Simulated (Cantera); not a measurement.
Fluorocarbon and chlorocarbon gases: c-C₄F₈

A closed system holds: 1 mol c-C₄F₈, held at 0.133 bar.

Cantera equilibrium calculation (NASA polynomials, part measured and part estimated; ideal gas, pure solids and liquids). Candidate condensed phases: C; 13 gas species. The feed counts by its element totals alone. The tables' values for C₂F₄ are old estimates; treat these amounts as uncertain. Gases not in the tables: C₂F₆ and larger saturated fluorocarbons. Kinetics and transport are ignored.

```tsv
T (K)	x CF₄	x CF₂	x F	x CF₃	x CF	x C₂F₄	n C(graphite)
1623	0.999	0.000637	6.12e-5	0.000205	2.80e-8	1.25e-7	2.00
1673	0.998	0.00118	0.000123	0.000339	8.17e-8	2.31e-7	2.00
1723	0.997	0.00210	0.000239	0.000543	2.24e-7	4.10e-7	2.00
1773	0.995	0.00363	0.000446	0.000845	5.80e-7	7.06e-7	2.00
1823	0.992	0.00606	0.000803	0.00128	1.42e-6	1.18e-6	1.99
1873	0.987	0.00985	0.00140	0.00190	3.32e-6	1.91e-6	1.99
1923	0.979	0.0156	0.00237	0.00275	7.41e-6	3.01e-6	1.98
1973	0.968	0.0239	0.00391	0.00390	1.59e-5	4.61e-6	1.98
2023	0.952	0.0360	0.00628	0.00540	3.26e-5	6.88e-6	1.96
2073	0.930	0.0527	0.00984	0.00732	6.46e-5	9.98e-6	1.95
2123	0.900	0.0755	0.0151	0.00970	0.000124	1.41e-5	1.92
2173	0.859	0.105	0.0225	0.0126	0.000228	1.93e-5	1.89
```
x: gas mole fraction; n: condensed amount in mol.

From 1623 K to 2173 K the condensed part is C(graphite). The main C-bearing gas is CF₄ throughout.
